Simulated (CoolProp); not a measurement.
Aqueous potassium acetate as a coolant, at 28 °C, 1 atm.

Computed with CoolProp (Melinder's fits for secondary coolants).

```csv
mass %,freezing point (°C),viscosity (mPa s),conductivity (W/(m K)),density (kg/m³),cp (kJ/(kg K))
5.7,-2.3,0.958,0.592,1028,3.971
9.7,-4.4,1.06,0.578,1047,3.837
13.6,-6.6,1.17,0.564,1066,3.715
17.6,-9.3,1.30,0.551,1086,3.595
21.5,-12.5,1.45,0.538,1106,3.482
25.4,-16.7,1.63,0.525,1128,3.373
29.4,-22.2,1.85,0.512,1151,3.262
33.3,-28.7,2.13,0.500,1173,3.157
37.3,-36.5,2.49,0.487,1196,3.050
41.2,-44.6,2.93,0.475,1218,2.948
```
